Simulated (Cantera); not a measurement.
An adiabatic, constant-pressure homogeneous reactor starts with C₃H₈ : O₂ : N₂ = 1 : 10.6 : 40 (molar parts), equivalence ratio 0.47, at 1148 K and 1.00 atm. Integrator tolerance rtol = 1e-08.

Computed with Cantera and GRI-Mech 3.0 (53 species, 325 reactions). GRI-Mech 3.0 was tuned for natural gas; its chemistry of propane as a main component is partial and can be far from experiment.

**Question.** What does this change do: O2 10.6 to 4.6 parts?

**Answer.** 
```tsv
quantity	before	after
time of steepest temperature rise	16.9 ms	31.7 ms
temperature at 3.00 s	2141 K	2171 K
equilibrium temperature	2141 K	2171 K
x(C₃H₈) at 3.00 s	<1e-12 (gas-phase equilibrium <1e-12)	<1e-12 (gas-phase equilibrium <1e-12)
x(O₂) at 3.00 s	0.102 (gas-phase equilibrium 0.102)	0.000304 (gas-phase equilibrium 0.000304)
x(CH₃) at 3.00 s	<1e-12 (gas-phase equilibrium <1e-12)	<1e-12 (gas-phase equilibrium <1e-12)
x(CH₂) at 3.00 s	<1e-12 (gas-phase equilibrium <1e-12)	<1e-12 (gas-phase equilibrium <1e-12)
x(CH₄) at 3.00 s	<1e-12 (gas-phase equilibrium <1e-12)	<1e-12 (gas-phase equilibrium <1e-12)
x(NO₂) at 3.00 s	7.30e-6 (gas-phase equilibrium 7.30e-6)	2.38e-8 (gas-phase equilibrium 2.38e-8)
```

**Question.** What does this change do: initial temperature 1148 to 1475 K?

**Answer.** 
```json
[
 {"quantity": "time of steepest temperature rise", "before": "16.9 ms", "after": "92.3 µs"},
 {"quantity": "temperature at 3.00 s", "before": "2141 K", "after": "2383 K"},
 {"quantity": "equilibrium temperature", "before": "2141 K", "after": "2383 K"},
 {"quantity": "x(C₃H₈) at 3.00 s", "before": "<1e-12 (gas-phase equilibrium <1e-12)", "after": "<1e-12 (gas-phase equilibrium <1e-12)"},
 {"quantity": "x(O₂) at 3.00 s", "before": "0.102 (gas-phase equilibrium 0.102)", "after": "0.0988 (gas-phase equilibrium 0.0988)"},
 {"quantity": "x(CH₃) at 3.00 s", "before": "<1e-12 (gas-phase equilibrium <1e-12)", "after": "<1e-12 (gas-phase equilibrium <1e-12)"},
 {"quantity": "x(CH₂) at 3.00 s", "before": "<1e-12 (gas-phase equilibrium <1e-12)", "after": "<1e-12 (gas-phase equilibrium <1e-12)"},
 {"quantity": "x(CH₄) at 3.00 s", "before": "<1e-12 (gas-phase equilibrium <1e-12)", "after": "<1e-12 (gas-phase equilibrium <1e-12)"},
 {"quantity": "x(NO₂) at 3.00 s", "before": "7.30e-6 (gas-phase equilibrium 7.30e-6)", "after": "8.67e-6 (gas-phase equilibrium 8.67e-6)"}
]
```
